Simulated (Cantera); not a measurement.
A freely propagating, adiabatic, planar premixed flame of H₂ : O₂ : N₂ = 1 : 0.294 : 1.11 (molar parts), equivalence ratio 1.7, unburnt at 675 K and 750 Torr; mixture-averaged transport, grid criteria slope 0.08 and curve 0.16, no radiation.

Model: the H2/O2 subset of GRI-Mech 3.0, which has no nitrogen chemistry, integrated in Cantera. Burning velocities carry a grid error of a few per cent, more on coarse grids.

Task: How do the results move with these cheaper or finer settings: unity-Lewis-number transport; multicomponent transport; multicomponent+Soret transport; grid criteria slope 0.5, curve 1; grid criteria slope 0.25, curve 0.5; grid criteria slope 0.03, curve 0.06?

Result: 
| setting | laminar burning velocity | thermal thickness | peak x(OH) | peak x(H) | grid points |
|---|---|---|---|---|---|
| as above | 1110 cm/s | 0.473 mm | 0.00968 | 0.101 | 141 |
| unity-Lewis-number transport | 693 cm/s | 0.393 mm | 0.00953 | 0.103 | 131 |
| multicomponent transport | 1090 cm/s | 0.473 mm | 0.00965 | 0.101 | 141 |
| multicomponent+Soret transport | 1050 cm/s | 0.466 mm | 0.00964 | 0.0998 | 141 |
| grid criteria slope 0.5, curve 1 | 1570 cm/s | 0.782 mm | 0.0104 | 0.102 | 49 |
| grid criteria slope 0.25, curve 0.5 | 1180 cm/s | 0.554 mm | 0.00990 | 0.102 | 68 |
| grid criteria slope 0.03, curve 0.06 | 1100 cm/s | 0.457 mm | 0.00951 | 0.101 | 305 |
Unity Lewis numbers drop preferential diffusion, which matters most where H2 and H carry the flame; Soret adds thermal diffusion.
